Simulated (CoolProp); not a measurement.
Vapour-liquid equilibrium of R125 (1) + dimethyl ether (2) at 0.489 MPa; x and y are mole fractions of (1).

Computed with CoolProp (multi-fluid Helmholtz-energy mixture model, Lemmon 2005 and Wu 2011; pair parameters Bell 2016).

```json
[
 {"x": "0.05", "bubble temperature (K)": "291.0", "y at the bubble point": "?", "dew temperature at overall composition x (K)": "291.2", "liquid density (mol/L)": "14.40"},
 {"x": "0.125", "bubble temperature (K)": "289.7", "y at the bubble point": "0.175", "dew temperature at overall composition x (K)": "290.3", "liquid density (mol/L)": "14.13"},
 {"x": "0.2", "bubble temperature (K)": "288.3", "y at the bubble point": "0.280", "dew temperature at overall composition x (K)": "289.4", "liquid density (mol/L)": "13.87"},
 {"x": "0.275", "bubble temperature (K)": "286.6", "y at the bubble point": "0.383", "dew temperature at overall composition x (K)": "288.3", "liquid density (mol/L)": "13.62"},
 {"x": "0.35", "bubble temperature (K)": "284.8", "y at the bubble point": "0.484", "dew temperature at overall composition x (K)": "287.2", "liquid density (mol/L)": "13.38"},
 {"x": "0.425", "bubble temperature (K)": "282.7", "y at the bubble point": "0.580", "dew temperature at overall composition x (K)": "285.9", "liquid density (mol/L)": "13.15"},
 {"x": "0.5", "bubble temperature (K)": "280.5", "y at the bubble point": "0.670", "dew temperature at overall composition x (K)": "284.5", "liquid density (mol/L)": "12.92"},
 {"x": "0.575", "bubble temperature (K)": "278.0", "y at the bubble point": "0.752", "dew temperature at overall composition x (K)": "282.9", "liquid density (mol/L)": "?"},
 {"x": "0.65", "bubble temperature (K)": "275.4", "y at the bubble point": "?", "dew temperature at overall composition x (K)": "281.0", "liquid density (mol/L)": "12.48"},
 {"x": "0.725", "bubble temperature (K)": "272.6", "y at the bubble point": "0.881", "dew temperature at overall composition x (K)": "278.9", "liquid density (mol/L)": "12.26"},
 {"x": "0.8", "bubble temperature (K)": "269.9", "y at the bubble point": "0.928", "dew temperature at overall composition x (K)": "276.2", "liquid density (mol/L)": "12.03"},
 {"x": "0.875", "bubble temperature (K)": "267.4", "y at the bubble point": "0.963", "dew temperature at overall composition x (K)": "272.9", "liquid density (mol/L)": "11.80"},
 {"x": "0.95", "bubble temperature (K)": "?", "y at the bubble point": "0.988", "dew temperature at overall composition x (K)": "268.4", "liquid density (mol/L)": "11.54"}
]
```

Problem. Complete the blanks.

Solution. 
- 0.05, y at the bubble point: 0.070
- 0.575, liquid density (mol/L): 12.70
- 0.65, y at the bubble point: 0.822
- 0.95, bubble temperature (K): 265.0

No azeotrope shows between x = 0.05 and 0.95.

Pair parameters are fitted to limited data, so mixtures are less certain than the pure fluids.
